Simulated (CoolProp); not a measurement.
Vapour-liquid equilibrium of ethanol (1) + benzene (2) at 414.1 K; x and y are mole fractions of (1).

The numbers come from the multi-fluid Helmholtz-energy mixture model, Schroeder 2014 and Thol 2012; pair parameters Bell 2016 in CoolProp.

**Question.** Give the bubble pressure and the first vapour's composition at x = 0.125, 0.2, 0.575. Is there an azeotrope?

**Answer.** x = 0.125: 675.0 kPa, y = 0.334; x = 0.2: 739.0 kPa, y = 0.418; x = 0.575: 846.2 kPa, y = 0.613. y crosses x between x = 0.65 and 0.725: the model has an azeotrope there.

The pair parameters rest on a limited set of measurements; away from them the model extrapolates.
